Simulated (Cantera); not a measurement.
Thermodynamics of iron carbonyl, mercury and lead vapours, feed Pb + O2 + H2

Charge: 1 mol Pb, 0.083 mol O2, 16 mol H2, held at 10.0 Torr.

Equilibrium computed with Cantera from the NASA thermochemical tables; the gas is ideal and each condensed phase is pure. Candidate condensed phases: H2O, Pb, PbO, PbO2, Pb3O4; 12 gas species. Equilibrium is a limit: real reactors are often held back by kinetics, nucleation or transport.

| T (°C) | x H2 | x Pb | x H2O | x H | x Pb2 | n Pb(s) | n Pb(l) |
|---|---|---|---|---|---|---|---|
| 177 | 0.990 | <1e-12 | 0.0104 | <1e-12 | <1e-12 | 1.00 | 0 |
| 277 | 0.990 | 1.15e-11 | 0.0104 | <1e-12 | <1e-12 | 1.00 | 0 |
| 377 | 0.990 | 7.02e-9 | 0.0104 | <1e-12 | <1e-12 | 0 | 1.00 |
| 477 | 0.990 | 7.11e-7 | 0.0104 | 2.73e-12 | <1e-12 | 0 | 1.000 |
| 577 | 0.990 | 2.39e-5 | 0.0104 | 1.77e-10 | 5.27e-12 | 0 | 1.000 |
| 677 | 0.989 | 0.000377 | 0.0104 | 4.79e-9 | 5.40e-10 | 0 | 0.994 |
| 777 | 0.986 | 0.00349 | 0.0103 | 6.98e-8 | 2.24e-8 | 0 | 0.944 |
| 877 | 0.968 | 0.0217 | 0.0101 | 6.36e-7 | 4.75e-7 | 0 | 0.645 |
| 977 | 0.931 | 0.0588 | 0.00976 | 4.04e-6 | 2.10e-6 | 0 | 0 |
x: gas mole fraction; n: condensed amount in mol.

From 177 °C to 277 °C the condensed part is Pb(s). From 377 °C to 877 °C the condensed part is Pb(l). At 977 °C nothing is condensed.
